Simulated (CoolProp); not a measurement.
A single-stage vapour-compression cycle with R410A: evaporating at 254.15 K (dew point), condensing at 299.15 K (bubble point), superheat 2 K, subcooling 5 K, compressor efficiency 0.7, no pressure losses. Each further row changes one setting.

The numbers come from the reference Helmholtz-energy equation of state, Lemmon 2003 in CoolProp. It is a pseudo-pure fit of the blend.

```tsv
case	cooling COP	pressure ratio	discharge temperature (K)	refrigerating effect (kJ/kg)	volumetric capacity (kJ/m³)
as stated	3.21	4.11	338.6	183	2900
evaporating temperature 259.15 K	3.76	3.42	333.3	185	3500
condensing temperature 294.15 K	3.73	3.59	330.2	192	3020
subcooling 10 K	3.35	4.11	338.6	192	3030
superheat 12 K	3.18	4.11	350.6	193	2880
compressor efficiency 0.6	2.75	4.11	347.5	183	2900
```
